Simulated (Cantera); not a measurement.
An isothermal, constant-pressure homogeneous reactor starts with CO : O2 : H2O : N2 = 0.017 : 0.05 : 0.07 : 1 (molar parts), equivalence ratio 0.17, at 1123 K and 5250 Torr.

Model: GRI-Mech 3.0 (53 species, 325 reactions), integrated in Cantera.

x: mole fraction; the columns are a selection and need not sum to one.

| t (s) | x CO | x O2 | x H2O | x N2O | x H2O2 | x NO |
|---|---|---|---|---|---|---|
| 9.00e-5 | 0.0150 | 0.0440 | 0.0616 | 1.35e-12 | 5.89e-12 | <1e-12 |
| 0.000238 | 0.0150 | 0.0440 | 0.0616 | 5.61e-12 | 6.44e-11 | <1e-12 |
| 0.000630 | 0.0150 | 0.0440 | 0.0616 | 2.84e-11 | 8.57e-10 | <1e-12 |
| 0.00167 | 0.0149 | 0.0440 | 0.0616 | 4.08e-10 | 9.55e-8 | <1e-12 |
| 0.00441 | 0.0144 | 0.0437 | 0.0616 | (withheld) | 4.18e-6 | 1.73e-12 |
| 0.0117 | 0.0126 | 0.0428 | 0.0616 | (withheld) | 3.93e-6 | 1.08e-11 |
| 0.0309 | 0.00899 | 0.0411 | 0.0617 | (withheld) | 2.71e-6 | 4.06e-11 |
| 0.0816 | 0.00447 | 0.0389 | 0.0619 | (withheld) | 1.10e-6 | 8.61e-11 |
| 0.216 | 0.00146 | 0.0375 | 0.0620 | 3.45e-7 | 2.15e-7 | 8.85e-11 |
| 0.571 | 0.000352 | 0.0369 | 0.0620 | 3.53e-7 | 2.57e-8 | 7.31e-11 |
| 1.51 | 5.30e-5 | 0.0368 | 0.0620 | (withheld) | 1.97e-9 | 1.15e-10 |
| 4.00 | 1.02e-6 | 0.0368 | 0.0620 | (withheld) | 8.14e-11 | 8.52e-10 |

Task: Complete the blanks.

Result: 
- 0.00441, x N2O: 1.15e-8
- 0.0117, x N2O: 5.21e-8
- 0.0309, x N2O: 1.36e-7
- 0.0816, x N2O: 2.55e-7
- 1.51, x N2O: 2.69e-7
- 4.00, x N2O: 1.10e-7
